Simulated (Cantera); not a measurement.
Charge: 1 mol SiH4, 0.4 mol HCl, a varied amount of N2, equilibrated at 1427 °C and 0.300 bar.

Equilibrium computed with Cantera from the NASA thermochemical tables; the gas is ideal and each condensed phase is pure. Candidate condensed phases: NH4Cl, Si, Si3N4; 28 gas species. The numbers say what is thermodynamically allowed, not how fast it happens.

x: gas mole fraction; n: condensed amount in mol.

| n(N2) (mol) | x N2 | x H2 | x HCl | x SiCl2 | x H | n Si3N4(s) |
|---|---|---|---|---|---|---|
| 26 | 0.913 | 0.0724 | 0.0138 | … | 7.24e-5 | 0.330 |
| 61 | 0.962 | 0.0320 | 0.00610 | … | 4.81e-5 | 0.331 |
| 97 | 0.976 | 0.0203 | 0.00388 | … | 3.83e-5 | 0.331 |
| 130 | 0.982 | 0.0152 | 0.00291 | … | 3.32e-5 | 0.331 |
| 170 | 0.986 | 0.0117 | 0.00223 | … | 2.91e-5 | 0.331 |
| 200 | 0.988 | 0.00994 | 0.00190 | … | 2.68e-5 | 0.331 |
| 240 | 0.990 | 0.00830 | 0.00158 | … | 2.45e-5 | 0.331 |

Problem. Complete the blanks.

Solution. 
- 26, x SiCl2: 0.000300
- 61, x SiCl2: 0.000129
- 97, x SiCl2: 8.10e-5
- 130, x SiCl2: 6.05e-5
- 170, x SiCl2: 4.62e-5
- 200, x SiCl2: 3.93e-5
- 240, x SiCl2: 3.28e-5
